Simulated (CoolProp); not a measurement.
Vapour-liquid equilibrium of ethylbenzene (1) + n-nonane (2) at 248.95 °C; x and y are mole fractions of (1).

Model: multi-fluid Helmholtz-energy mixture model, Zhou 2012 and Lemmon 2006; pair parameters Bell 2016, in CoolProp.

Problem. Give the bubble pressure and the first vapour's composition at x = 0.05, 0.55, 0.65. Is there an azeotrope?

Solution. x = 0.05: 7.962 bar, y = 0.063; x = 0.55: 9.345 bar, y = 0.596; x = 0.65: 9.559 bar, y = 0.687. No azeotrope shows between x = 0.05 and 0.95.

The pair parameters rest on a limited set of measurements; away from them the model extrapolates.
